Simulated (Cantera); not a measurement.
A closed system holds: 1 mol CuO, 340 mol H2, equilibrated at 1750 °C and 76000 Pa.

Cantera equilibrium calculation (NASA polynomials, part measured and part estimated; ideal gas, pure solids and liquids). Candidate condensed phases: Cu, CuO, Cu(OH)2, Cu2O, H2O; 12 gas species. Equilibrium is a limit: real reactors are often held back by kinetics, nucleation or transport.

What is the equilibrium state?


| Item | Result |
|---|---|
| x(H2) | 0.992 |
| x(H2O) | 0.00293 |
| x(Cu) | 0.00292 |
| x(H) | 0.00217 |
| x(Cu2) | 5.43e-6 |
| gas amount | 341.4 mol |
| log10 activity of Cu(l) (absent) | -0.38 |
